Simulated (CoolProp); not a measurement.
Vapour-liquid equilibrium of n-butane (1) + cis-2-butene (2) at -70.45 °C; x and y are mole fractions of (1).

Model: multi-fluid Helmholtz-energy mixture model, Bücker 2006 and Lemmon 2005; pair parameters Bell 2016, in CoolProp.

| x | bubble pressure (bar) | y at the bubble point | dew pressure at overall composition x (bar) | liquid density (mol/L) |
|---|---|---|---|---|
| 0.05 | 0.01757 | 0.080 | 0.01736 | 12.75 |
| 0.125 | 0.01833 | 0.185 | 0.01789 | 12.64 |
| 0.2 | 0.01901 | 0.278 | 0.01844 | 12.54 |
| 0.275 | 0.01963 | 0.361 | 0.01899 | 12.44 |
| 0.35 | 0.02018 | 0.438 | 0.01955 | 12.34 |
| 0.425 | 0.02070 | 0.510 | 0.02009 | 12.24 |
| 0.5 | 0.02118 | 0.579 | 0.02063 | 12.15 |
| 0.575 | 0.02163 | 0.645 | 0.02115 | 12.05 |
| 0.65 | 0.02206 | 0.710 | 0.02166 | 11.96 |
| 0.725 | 0.02247 | 0.774 | 0.02215 | 11.87 |
| 0.8 | 0.02286 | 0.837 | 0.02263 | 11.78 |
| 0.875 | 0.02323 | 0.899 | 0.02309 | 11.70 |
| 0.95 | 0.02360 | 0.960 | 0.02354 | 11.61 |

No azeotrope shows between x = 0.05 and 0.95.

Pair parameters are fitted to limited data, so mixtures are less certain than the pure fluids.
